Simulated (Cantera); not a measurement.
**Pyrogenic steam for wet oxidation**

An isothermal, constant-pressure homogeneous reactor starts with 8.11 % H2, 5.41 % O2, 86.5 % N2, equivalence ratio 0.75, at 1100 K and 0.790 bar.

Detailed kinetics in Cantera: GRI-Mech 3.0 (53 species, 325 reactions). The temperature is held fixed by assumption; the heat of reaction is taken as removed at once.

```
t (s)         x H2    x O2     x NO      x OH     x H2O       x O
--------  --------  ------  -------  --------  --------  --------
2.00e-6     0.0811  0.0541   <1e-12  1.63e-12  1.51e-12  2.33e-12
7.02e-6     0.0811  0.0541   <1e-12  1.06e-11  3.71e-11  2.06e-11
2.47e-5     0.0811  0.0541   <1e-12  7.65e-11  8.69e-10  1.72e-10
8.66e-5     0.0811  0.0541   <1e-12   3.10e-9   6.69e-8   7.14e-9
0.000304    0.0657  0.0473  3.68e-8  0.000510    0.0122  0.000922
0.00107    0.00101  0.0145  2.29e-6  0.000177    0.0833   9.82e-5
0.00375   0.000137  0.0141  2.26e-6   3.67e-5    0.0843   6.80e-6
0.0132     1.66e-5  0.0141  2.19e-6   1.32e-5    0.0845   6.82e-7
0.0462     9.82e-7  0.0141  2.19e-6   5.50e-6    0.0845   9.06e-8
0.162      5.23e-8  0.0141  2.25e-6   2.49e-6    0.0845   1.79e-8
0.570      9.91e-9  0.0141  2.28e-6   1.25e-6    0.0845   4.55e-9
2.00       2.84e-9  0.0141  2.29e-6   6.74e-7    0.0845   1.32e-9
```
x: mole fraction; the columns are a selection and need not sum to one.

Equilibrium at this temperature and pressure: H2 1.06e-9, O2 0.0141, NO 2.37e-5, OH 3.38e-7, H2O 0.0845, O 3.35e-10 (gas phase only).
